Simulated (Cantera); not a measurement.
Charge: 1 mol B, 5.6 mol H2O, held at 1723 K and 620 Pa.

Equilibrium computed with Cantera from the NASA thermochemical tables; the gas is ideal and each condensed phase is pure. Candidate condensed phases: B, B2O3, B3O3H3, H2O; 23 gas species. Kinetics and transport are ignored.

Base state: H2O 0.592, H2 0.245, HBO2 0.158, B2O3 0.00267, H 0.00115, OH 0.000152, HBO 0.000119, BO2 4.95e-5 (mole fractions); condensed: gas only.

Task: What changes in the equilibrium state with this change: H2O from 5.6 to 4.5 mol?

Result: 
```csv
species,before,after
H2O,0.592,0.504
H2,0.245,0.299
HBO2,0.158,0.191
HBO,0.000119,0.000205
B2O3,0.00267,0.00454
BO,1.08e-5,1.69e-5
```
